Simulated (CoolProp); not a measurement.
Vapour-liquid equilibrium of benzene (1) + dimethyl carbonate (2) at 20.95 °C; x and y are mole fractions of (1).

The numbers come from the multi-fluid Helmholtz-energy mixture model, Thol 2012 and Zhou 2011; pair parameters Bell 2016 in CoolProp.

```
x     bubble pressure (MPa)  y at the bubble point  dew pressure at overall composition x (MPa)  liquid density (mol/L)
----  ---------------------  ---------------------  -------------------------------------------  ----------------------
0.05               0.006376                  0.123                                     0.006076                   11.82
0.2                0.007589                  0.369                                     0.006725                   11.71
0.35               0.008494                  0.525                                     0.007486                   11.60
0.5                0.009185                  0.642                                     0.008347                   11.50
0.65               0.009722                  0.743                                     0.009231                   11.41
0.8                 0.01014                  0.844                                     0.009973                   11.33
0.95                0.01043                  0.957                                      0.01042                   11.26
```

No azeotrope shows between x = 0.05 and 0.95.

Pair parameters are fitted to limited data, so mixtures are less certain than the pure fluids.
